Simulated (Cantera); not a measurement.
Cantera run:

```python
import numpy as np
import cantera as ct

gas_names = """
    Fe H H2 H2S N NH NH2 NH3 N2 N2H2 N2H4 S SH SN S2 S8
""".split()
cond_names = """
    Fe(a) Fe(c) Fe(d) Fe(L) FeS(a) FeS(b) FeS(c) FeS(L) FeS2(s) S(cr1) S(cr2) S(L)
""".split()


# ... load() reads the species with a 1 bar reference pressure and builds the phases ...
atoms = {
    'FeS': {'Fe': 1, 'S': 1},
    'H2': {'H': 2},
    'N2': {'N': 2},
}
top_T = {'FeS2(s)': 1010}  # K; cautious upper limits of use, not melting points


# ... equilibrate(T, P, feed) seeds the gas with the atoms and calls Mixture.equilibrate('TP', solver="vcs", rtol=1e-11, max_steps=5000) ...
results = []
feed = {'FeS': 1, 'H2': 40, 'N2': 13}  # mol
P = 21  # Pa
for T in [873, 948, 1023, 1098, 1173, 1248, 1323]:
    mix = equilibrate(T, P, feed)
    results.append((T, P, feed, dict(zip(mix.species_names, mix.species_moles))))

top = {s: max(r[3][s] / sum(r[3][g] for g in gas_names) for r in results) for s in gas_names}
cols = sorted((s for s in top if top[s] > 1e-06), key=lambda s: -top[s])[:8]
seen = [c for c in cond_names if any(r[3].get(c, 0) > 1e-12 for r in results)]
print("log10 of partial pressures in bar; condensed amounts in mol")
print(f"{'T/K':>10s}" + "".join(f"{s[:9]:>10s}" for s in cols + seen))
for T, P, feed, n in results:
    ng = sum(n[g] for g in gas_names)
    print(f"{T:10.4g}" + "".join(f"{np.log10(max(n[s] / ng * P / 1e5, 1e-99)):10.3f}" for s in cols)
          + "".join(f"{n.get(c, 0):10.4g}" for c in seen))
```

Result:

```
log10 of partial pressures in bar; condensed amounts in mol
       T/K        H2        N2       H2S        S2        SH         H         S        Fe     Fe(a)     Fe(c)    FeS(c)
       873    -3.800    -4.288    -7.255   -12.539   -11.823   -12.230   -16.069   -16.942   0.01402         0     0.986
       948    -3.800    -4.288    -6.946   -11.072   -10.737   -11.181   -14.315   -14.999   0.02857         0    0.9714
      1023    -3.801    -4.288    -6.682    -9.817    -9.808   -10.283   -12.815   -13.348   0.05265         0    0.9474
      1098    -3.801    -4.288    -6.448    -8.721    -9.000    -9.507   -11.513   -11.934   0.09112         0    0.9089
      1173    -3.802    -4.288    -6.243    -7.761    -8.294    -8.829   -10.375   -10.707    0.1541         0    0.8459
      1248    -3.803    -4.288    -6.063    -6.916    -7.672    -8.232    -9.373    -9.633         0     0.285     0.715
      1323    -3.805    -4.290    -5.907    -6.169    -7.124    -7.702    -8.486    -8.682         0     0.676    0.3235
```

Equilibrium computed with Cantera from the NASA thermochemical tables; the gas is ideal and each condensed phase is pure. Metal and sulfide melt together well below either melting point, which pure phases cannot show. Mutual solubility and eutectic melting of coexisting phases are not modelled. FeS: taken at fixed stoichiometry. Gases not in the tables: S3 to S7.
